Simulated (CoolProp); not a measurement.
A single-stage vapour-compression cycle with chloromethane (R40): evaporating at 310.15 K (dew point), condensing at 376.15 K (bubble point), superheat 2 K, subcooling 8 K, compressor efficiency 0.9, no pressure losses. Each further row changes one setting.

Values from CoolProp's reference Helmholtz-energy equation of state, Thol 2014.

```csv
case,cooling COP,pressure ratio,discharge temperature (K),refrigerating effect (kJ/kg),volumetric capacity (kJ/m³)
as stated,3.20,4.25,425.3,257,4640
evaporating temperature 315.15 K,3.58,?,420.6,?,5310
condensing temperature 371.15 K,3.57,?,417.3,267,?
subcooling 13 K,3.33,4.25,425.3,267,4820
superheat 12 K,3.17,4.25,436.9,268,4600
compressor efficiency 0.8,2.85,4.25,432.9,257,4640
```

Problem. Fill in the missing entries.

Solution. 
- evaporating temperature 315.15 K, pressure ratio: 3.73
- evaporating temperature 315.15 K, refrigerating effect (kJ/kg): 259
- condensing temperature 371.15 K, pressure ratio: 3.87
- condensing temperature 371.15 K, volumetric capacity (kJ/m³): 4810
